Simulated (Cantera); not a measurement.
A freely propagating, adiabatic, planar premixed flame of 3.21 % C3H8, 20.3 % O2, 76.5 % N2, equivalence ratio 0.79, unburnt at 523 K and 1.01 bar; mixture-averaged transport, grid criteria slope 0.08 and curve 0.16, no radiation.

Computed with Cantera and GRI-Mech 3.0 (53 species, 325 reactions). GRI-Mech 3.0 was tuned for natural gas; its chemistry of propane as a main component is partial and can be far from experiment. Burning velocities carry a grid error of a few per cent, more on coarse grids.

Question: Predict: laminar burning velocity; thermal thickness; peak x(CH2); peak x(OH); peak x(CH4).

Answer: 
```
Quantity                     Value
------------------------  --------
laminar burning velocity  101 cm/s
thermal thickness         0.317 mm
peak x(CH2)                3.28e-5
peak x(OH)                 0.00829
peak x(CH4)                0.00198
```
